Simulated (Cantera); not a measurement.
A closed system holds: 1 mol Si2H6, 8.6 mol O2, 6.1 mol H2, held at 425 °C and 0.500 bar.

Method: chemical equilibrium by Gibbs-energy minimisation in Cantera with the NASA 1993 tables (ideal gas, pure condensed phases). Candidate condensed phases: H2O, Si, SiO2; 18 gas species. The feed counts by its element totals alone. Equilibrium is a limit: real reactors are often held back by kinetics, nucleation or transport.

Base state: H2O 0.816, O2 0.184 (mole fractions); condensed: SiO2(α-quartz).

What changes in the equilibrium state with this change: temperature from 425 °C to 1627 °C?


```
species               before     after
--------------------  ------  --------
H2O                    0.816     0.813
O2                     0.184     0.183
OH                     <1e-9   0.00400
H2                     <1e-9  0.000350
O                      <1e-9  0.000180
H                      <1e-9   2.10e-5
SiO2(α-quartz), mol     2.00         0
SiO2(condensed), mol       0      2.00
```
The tables hold silica as quartz up to 1696 K and as liquid above; real silica turns to tridymite and cristobalite and melts near 1996 K. Gases not in the tables: Si(OH)4.

What changes in the equilibrium state with this change: O2 from 8.6 to 2.4 mol?


```csv
species,before,after
H2,<1e-9,0.912
H2O,0.816,0.0879
O2,0.184,<1e-9
"SiO2(α-quartz), mol",2.00,2.00
```
